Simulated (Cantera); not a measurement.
Charge: 1 mol Si(CH3)4, 2.1 mol H2, 0.021 mol C2H2, equilibrated at 0.0440 bar.

Method: chemical equilibrium by Gibbs-energy minimisation in Cantera with the NASA 1993 tables (ideal gas, pure condensed phases). Candidate condensed phases: C, C6H6, C7H8, C8H18, Si, SiC; 87 gas species. Equilibrium is a limit: real reactors are often held back by kinetics, nucleation or transport. All values below are at 1750 °C.

Base state: H2 0.990, H 0.00901, C2H2 (acetylene) 0.000884, Si 7.71e-5, CH4 1.72e-5, SiH 1.04e-5 (mole fractions); condensed: C(graphite) + SiC(s).

Question: What changes in the equilibrium state with this change: pressure from 0.0440 bar to 0.100 bar?

Answer: 
```json
[
 {"species": "H2", "before": "0.990", "after": "0.993"},
 {"species": "H", "before": "0.00901", "after": "0.00598"},
 {"species": "C2H2 (acetylene)", "before": "0.000884", "after": "0.000887"},
 {"species": "Si", "before": "7.71e-5", "after": "3.39e-5"},
 {"species": "CH4", "before": "1.72e-5", "after": "3.94e-5"},
 {"species": "SiH", "before": "1.04e-5", "after": "6.88e-6"},
 {"species": "C(graphite), mol", "before": "3.03", "after": "3.03"},
 {"species": "SiC(s), mol", "before": "0.999", "after": "1.000"}
]
```
